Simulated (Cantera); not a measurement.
A freely propagating, adiabatic, planar premixed flame of 46.9 % H2, 11.2 % O2, 42.0 % N2, equivalence ratio 2.1, unburnt at 500 K and 0.158 atm; mixture-averaged transport, grid criteria slope 0.08 and curve 0.16, no radiation.

Model: the H2/O2 subset of GRI-Mech 3.0, which has no nitrogen chemistry, integrated in Cantera. Burning velocities carry a grid error of a few per cent, more on coarse grids.

x: mole fraction of selected species; z is measured from the peak of heat release.

| z (mm) | T (K) | u (m/s) | x H2 | x O2 | x OH | x H | x HO2 | x O |
|---|---|---|---|---|---|---|---|---|
| -13.8 | 500 | 5.21 | 0.469 | 0.112 | <1e-8 | <1e-8 | <1e-8 | <1e-8 |
| -9.19 | 500 | 5.21 | 0.469 | 0.112 | <1e-8 | <1e-8 | <1e-8 | <1e-8 |
| -6.90 | 500 | 5.21 | 0.469 | 0.112 | <1e-8 | <1e-8 | <1e-8 | <1e-8 |
| -4.60 | 500 | 5.21 | 0.469 | 0.112 | <1e-8 | 8.01e-8 | 2.72e-7 | <1e-8 |
| -2.30 | 516 | 5.36 | 0.467 | 0.111 | 5.45e-5 | 0.000404 | 7.29e-5 | 1.11e-5 |
| -1.15 | 699 | 7.15 | 0.437 | 0.106 | 0.000318 | 0.0123 | 3.69e-5 | 0.000214 |
| 0 | … | 10.8 | … | … | … | … | … | … |
| 1.15 | 1324 | 13.1 | 0.209 | … | … | 0.120 | … | … |
| 2.30 | 1411 | 13.9 | 0.205 | 0.00111 | 0.00274 | 0.116 | 2.10e-7 | 0.00147 |
| 4.60 | 1510 | 14.8 | 0.213 | 0.000689 | 0.00329 | 0.103 | 1.19e-7 | 0.00137 |
| 9.19 | 1623 | 15.7 | 0.223 | 0.000572 | 0.00377 | 0.0863 | 9.05e-8 | 0.00120 |
| 18.4 | 1742 | 16.7 | 0.234 | 0.000420 | 0.00400 | 0.0689 | 6.39e-8 | 0.000929 |
| 36.8 | 1860 | 17.7 | 0.244 | 0.000265 | 0.00382 | 0.0517 | 4.18e-8 | 0.000615 |

Problem. What belongs in the gaps?

Solution. 
- 0, T (K): 1089
- 0, x H2: 0.304
- 0, x O2: 0.0601
- 0, x OH: 0.00167
- 0, x H: 0.0791
- 0, x HO2: 1.26e-5
- 0, x O: 0.00373
- 1.15, x O2: 0.00671
- 1.15, x OH: 0.00250
- 1.15, x HO2: 1.37e-6
- 1.15, x O: 0.00245
